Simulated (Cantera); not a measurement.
A perfectly stirred reactor is fed with NH₃ : N₂ = 1 : 6.1 (molar parts), at 33.0 Torr; it is held at 1875 K, and followed from long to short residence time.

Computed with Cantera and the gas-phase N/H chemistry of the illustrative SiF4/NH3 mechanism in the Surface Chemkin manual (1991). Walls and surfaces, which speed up NH3 decomposition in real reactors, are not modelled.

Problem. What does this change do: pressure from 33.0 Torr to 10.00 Torr?

Solution. 
| quantity | before | after |
|---|---|---|
| x(NH₃) at τ = 7.70 s | 0.0290 | 0.0490 |
| x(N₂) at τ = 7.70 s | 0.824 | 0.830 |
| x(H) at τ = 7.70 s | 0.000156 | 0.000128 |
| x(N) at τ = 7.70 s | 5.58e-7 | 8.42e-7 |
| x(N₂H₄) at τ = 7.70 s | 4.35e-10 | 3.76e-10 |
| x(NH₃) at τ = 0.130 s | 0.130 | 0.135 |
| x(N₂) at τ = 0.130 s | 0.856 | 0.857 |
| x(H) at τ = 0.130 s | 1.33e-5 | 8.37e-6 |
| x(N) at τ = 0.130 s | 2.03e-7 | 1.25e-7 |
| x(N₂H₄) at τ = 0.130 s | 5.76e-9 | 3.00e-9 |

Problem. What does this change do: pressure from 33.0 Torr to 11.3 Torr?

Solution. 
```csv
quantity,before,after
x(NH₃) at τ = 7.70 s,0.0290,0.0466
x(N₂) at τ = 7.70 s,0.824,0.829
x(H) at τ = 7.70 s,0.000156,0.000131
x(N) at τ = 7.70 s,5.58e-7,8.13e-7
x(N₂H₄) at τ = 7.70 s,4.35e-10,3.83e-10
x(NH₃) at τ = 0.130 s,0.130,0.135
x(N₂) at τ = 0.130 s,0.856,0.857
x(H) at τ = 0.130 s,1.33e-5,8.93e-6
x(N) at τ = 0.130 s,2.03e-7,1.36e-7
x(N₂H₄) at τ = 0.130 s,5.76e-9,3.25e-9
```

Problem. What does this change do: 0.098 parts H2 added?

Solution. 
| quantity | before | after |
|---|---|---|
| x(NH₃) at τ = 7.70 s | 0.0290 | 0.0291 |
| x(N₂) at τ = 7.70 s | 0.824 | 0.814 |
| x(H) at τ = 7.70 s | 0.000156 | 0.000165 |
| x(N) at τ = 7.70 s | 5.58e-7 | 5.50e-7 |
| x(N₂H₄) at τ = 7.70 s | 4.35e-10 | 4.30e-10 |
| x(NH₃) at τ = 0.130 s | 0.130 | 0.128 |
| x(N₂) at τ = 0.130 s | 0.856 | 0.844 |
| x(H) at τ = 0.130 s | 1.33e-5 | 2.25e-5 |
| x(N) at τ = 0.130 s | 2.03e-7 | 3.20e-7 |
| x(N₂H₄) at τ = 0.130 s | 5.76e-9 | 4.81e-9 |
